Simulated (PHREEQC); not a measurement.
A solution holds 0.16 mol Na2SO4 and 1.1 mol KCl per kg of water, at 20 °C. Closed to the air; pH follows from the charge balance.

Computed with PHREEQC (Pitzer model, pitzer.dat).

The ionic strength comes out as 1.58 mol/kgw. What activity coefficients do Na+, SO4-2, K+, Cl- get?

Na+ 0.60, SO4-2 0.055, K+ 0.55, Cl- 0.58. Single-ion values are on the MacInnes scale.

Precipitation was switched off in this run. Complexes and solids missing from the database can't appear.
